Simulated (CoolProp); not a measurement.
Nitrogen along the isobar 3.15 MPa: density (kg/m³) from the reference equation and from simpler models built on Tc = 126.2 K, pc = 3.396 MPa, ω = 0.037; each cubic takes its own stable root.

Values from CoolProp's reference Helmholtz-energy equation of state, Span 2000.

```tsv
T (K)	phase	reference
117.2	liquid	578.0
142.9	gas	98.23
168.6	gas	72.10
194.3	gas	58.90
220.1	gas	50.35
245.8	gas	44.24
271.5	gas	39.57
297.2	gas	35.86
323	gas	32.82
```

Task: How far does each simpler model (van der Waals, Redlich-Kwong, Soave-Redlich-Kwong, Peng-Robinson) lie from the reference over these 9 states: mean and median of the absolute difference, and the worst?

Result: 
- van der Waals: mean 4.8 %, median 1.8 %, worst -30.7 % at 117.2 K and 3.15 MPa
- Redlich-Kwong: mean 1.5 %, median 0.6 %, worst -8.5 % at 117.2 K and 3.15 MPa
- Soave-Redlich-Kwong: mean 1.2 %, median 0.4 %, worst -8.2 % at 117.2 K and 3.15 MPa
- Peng-Robinson: mean 1.8 %, median 1.4 %, worst +3.8 % at 142.9 K and 3.15 MPa
